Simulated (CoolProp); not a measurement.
Vapour-liquid equilibrium of ethane (1) + n-pentane (2) at 1.92 bar; x and y are mole fractions of (1).

The numbers come from the multi-fluid Helmholtz-energy mixture model, Bücker 2006 and Thol 2019; pair parameters Kunz 2012 in CoolProp.

```
x     bubble temperature (K)  y at the bubble point  dew temperature at overall composition x (K)  liquid density (mol/L)
----  ----------------------  ---------------------  --------------------------------------------  ----------------------
0.05                       …                  0.737                                         327.6                   8.901
0.2                        …                  0.982                                         321.8                   10.30
0.35                       …                  0.995                                         315.2                       …
0.5                        …                  0.998                                         307.4                       …
0.65                   206.3                  0.999                                         297.6                   13.70
0.8                        …                  1.000                                         283.6                   15.14
0.95                       …                  1.000                                         255.1                   16.88
```

**Question.** What belongs in the gaps?

**Answer.** 
- 0.05, bubble temperature (K): 290.2
- 0.2, bubble temperature (K): 238.1
- 0.35, bubble temperature (K): 221.0
- 0.35, liquid density (mol/L): 11.36
- 0.5, bubble temperature (K): 212.1
- 0.5, liquid density (mol/L): 12.46
- 0.8, bubble temperature (K): 202.1
- 0.95, bubble temperature (K): 198.5

No azeotrope shows between x = 0.05 and 0.95.

Pair parameters are fitted to limited data, so mixtures are less certain than the pure fluids. The gap from Raoult's law changes sign with composition, which may be real or a fault of the pair parameters; it wasn't checked against measurements.
